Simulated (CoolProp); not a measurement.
The fluid at 298.15 K and 0.119 MPa expands adiabatically to 0.0117 MPa with isentropic efficiency 0.85. The same conditions are run with several fluids, on thermodynamics alone (safety and materials aside).

Computed with CoolProp (reference Helmholtz-energy equation of state of each fluid (vinyl chloride: Thol 2022; oxygen: Schmidt 1985; R507A: Lemmon 2003; R13: Platzer 1990)). The equations of Platzer and Polt are older, rougher fits. Blends and air are pseudo-pure fits.

```
fluid           work (kJ/kg)  final temperature (K)                       final phase  final density (kg/m³)
--------------  ------------  ---------------------  --------------------------------  ---------------------
vinyl chloride          64.2                  216.7  two-phase, vapour fraction 0.992                      ?
oxygen                   112                  175.5                               gas                  0.257
R507A                      ?                      ?                               gas                  0.576
R13                     40.0                  229.9                               gas                  0.641
```

What belongs in the gaps?


- vinyl chloride, final density (kg/m³): 0.411
- R507A, work (kJ/kg): 43.4
- R507A, final temperature (K): 242.5
